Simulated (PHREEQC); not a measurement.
HF is added in steps, without added water, to 1 kg of water holding 0.014 mol/kgw Pb(NO3)2 and 0.00066 mol/kgw Cu(NO3)2, at 25 °C. O2 is buffered at 0.21 atm. No CO2 enters from the air. The run lets PbF2, Cu(OH)2, Cu2(OH)3NO3, Litharge, CuF2:2H2O precipitate or redissolve, and no other solid.

Base run: PHREEQC, ion-association model, wateq4f.dat. Each further column changes one thing. The table gives pH.

```csv
HF added (mol),base,all activity coefficients set to 1,metal-ligand complexes left out,Davies equation for every ion,Debye-Hückel limiting law
0,4.87,4.80,4.82,4.88,4.90
0.007375,2.70,2.69,2.72,2.71,2.72
0.01291,2.56,2.50,2.58,2.58,2.58
0.02028,2.42,2.32,2.40,2.43,2.47
0.02581,2.33,2.23,2.31,2.34,2.38
0.03319,2.24,2.14,2.21,2.24,2.28
0.03872,2.18,2.08,2.16,2.19,2.23
0.04609,2.12,2.02,2.10,2.13,2.16
0.05162,2.08,1.99,2.06,2.09,2.13
0.059,2.04,1.94,2.02,2.04,2.08
```

wateq4f.dat counts part of the HF as a dimer, H2F2, which phreeqc.dat doesn't know; its constant is uncertain.
